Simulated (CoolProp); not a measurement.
Saturation properties of CH2F2 (R32) (Tc = 78.1 °C, pc = 57.83 bar, ω = 0.277).

The numbers come from the reference Helmholtz-energy equation of state, Tillner-Roth 1997 in CoolProp.

| T (°C) | p (bar) | enthalpy of vaporisation (kJ/kg) | surface tension (mN/m) | liquid viscosity (µPa s) | liquid conductivity (mW/(m K)) |
|---|---|---|---|---|---|
| -33.95 | 2.316 | 361.6 | 17.2 | 235 | 181 |
| -21.55 | 3.825 | 346.1 | 14.9 | 200 | 171 |
| -9.05 | 6.021 | 328.9 | 12.6 | 171 | 162 |
| 3.35 | 9.040 | 310.0 | 10.4 | 146 | 152 |
| 15.75 | 13.09 | 288.7 | 8.29 | 125 | 142 |
| 28.15 | 18.37 | 264.4 | 6.29 | 107 | 131 |
| 40.55 | 25.12 | 235.7 | 4.41 | 91.4 | 121 |
| 52.95 | 33.61 | 200.4 | 2.68 | 76.9 | 109 |

It boils at -51.7 °C under 1 atm.

Viscosity comes from a separate model (Bell 2016), an estimate that may be off by 10 % or more. Thermal conductivity comes from a separate model (Huber 2003), an estimate that may be off by 10 % or more. Surface tension comes from a separate correlation (Mulero 2012).
